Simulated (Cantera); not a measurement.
An isothermal, constant-pressure homogeneous reactor starts with CH4 : H2 = 0.03 : 1 (molar parts), at 1850 K and 13300 Pa.

Detailed kinetics in Cantera: GRI-Mech 3.0 (53 species, 325 reactions). GRI-Mech 3.0 stops at C3 and has no aromatics, soot or wall deposition, so with more carbon than oxygen in the feed, carbon stays in small species such as C2H2 where larger ones or solid carbon would form.

One state of this run: x CH4 = 0.00123; x H2 = 0.984; x H = 0.00147; x CH3 = 3.69e-5; x C2H = 2.17e-7. x: mole fraction; the columns are a selection and need not sum to one.

### Question
Which value of t (s) does it belong to?
A) 0.00146
B) 0.821
C) 0.000662
D) 0.00711

### Answer
B, 0.821
